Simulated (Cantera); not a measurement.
What does this Cantera script print?

```python
import numpy as np
import cantera as ct

gas = ct.Solution("h2o2.yaml")
gas.TPX = 550, 500000, {'H2': 1, 'O2': 0.625, 'N2': 2.35}
flame = ct.FreeFlame(gas, width=0.013)
flame.set_refine_criteria(ratio=3, slope=0.08, curve=0.16)
flame.transport_model = "mixture-averaged"
flame.solve(loglevel=0, auto=True)
flame.transport_model = "multicomponent"
flame.soret_enabled = True
flame.solve(loglevel=0, refine_grid=True)
z, T = flame.grid, flame.T
thick = (T[-1] - T[0]) / np.gradient(T, z).max()
show = ['H2', 'O2', 'H2O2', 'HO2', 'O', 'H2O']
print(f"laminar burning velocity  {flame.velocity[0] * 100:.3f} cm/s")
print(f"burnt temperature         {T[-1]:.1f} K")
print(f"thermal thickness         {thick * 1e3:.4f} mm")
print(f"grid points               {len(z)}")
z0 = z[flame.heat_release_rate.argmax()]
print(f"{'z/mm':>9s}{'T/K':>9s}{'u/(m/s)':>9s}" + "".join(f"{s:>11s}" for s in show))
rows = []
for k in (-3, -2, -1.5, -1, -0.5, -0.25, 0, 0.25, 0.5, 1, 2, 4, 8):
    zz = z0 + k * thick
    rows.append([k * thick, np.interp(zz, z, T), np.interp(zz, z, flame.velocity),
                 *(np.interp(zz, z, flame.X[gas.species_index(s)]) for s in show)])
    print(f"{rows[-1][0] * 1e3:9.3f}{rows[-1][1]:9.1f}{rows[-1][2]:9.3f}" + "".join(f"{x:11.3e}" for x in rows[-1][3:]))
```

Result:

```
laminar burning velocity  367.220 cm/s
burnt temperature         2326.3 K
thermal thickness         0.0558 mm
grid points               110
     z/mm      T/K  u/(m/s)         H2         O2       H2O2        HO2          O        H2O
   -0.167    550.0    3.672  2.514e-01  1.573e-01  1.830e-10  2.287e-09  1.626e-11  7.282e-08
   -0.112    550.1    3.669  2.507e-01  1.574e-01  4.599e-09  5.543e-08  6.354e-10  1.402e-06
   -0.084    550.4    3.661  2.484e-01  1.579e-01  6.530e-08  7.650e-07  9.568e-09  1.545e-05
   -0.056    553.3    3.641  2.396e-01  1.597e-01  9.113e-07  1.049e-05  1.327e-07  1.664e-04
   -0.028    626.3    3.931  1.963e-01  1.659e-01  4.394e-05  5.376e-04  1.137e-05  6.541e-03
   -0.014    926.0    5.636  1.506e-01  1.551e-01  1.032e-04  7.961e-04  3.329e-04  4.230e-02
    0.000   1354.8    8.126  9.308e-02  1.187e-01  3.027e-05  4.007e-04  2.791e-03  1.167e-01
    0.014   1663.1    9.935  4.698e-02  7.877e-02  5.732e-06  2.066e-04  6.238e-03  1.851e-01
    0.028   1839.4   10.962  2.673e-02  5.818e-02  3.410e-06  1.200e-04  7.561e-03  2.186e-01
    0.056   2015.8   11.948  1.638e-02  4.717e-02  2.046e-06  6.327e-05  6.463e-03  2.399e-01
    0.112   2159.7   12.714  1.056e-02  4.308e-02  1.311e-06  3.171e-05  3.898e-03  2.540e-01
    0.223   2255.7   13.206  5.685e-03  4.111e-02  8.877e-07  1.529e-05  1.944e-03  2.648e-01
    0.446   2305.4   13.454  2.754e-03  4.049e-02  6.622e-07  8.566e-06  9.312e-04  2.710e-01
```

Cantera simulation using the H2/O2 subset of GRI-Mech 3.0, which has no nitrogen chemistry; the numbers are that mechanism's predictions, not measurements. The hydrogen kinetics of GRI-Mech 3.0 are dated; newer H2 mechanisms differ, most at raised pressure. Burning velocities carry a grid error of a few per cent, more on coarse grids.
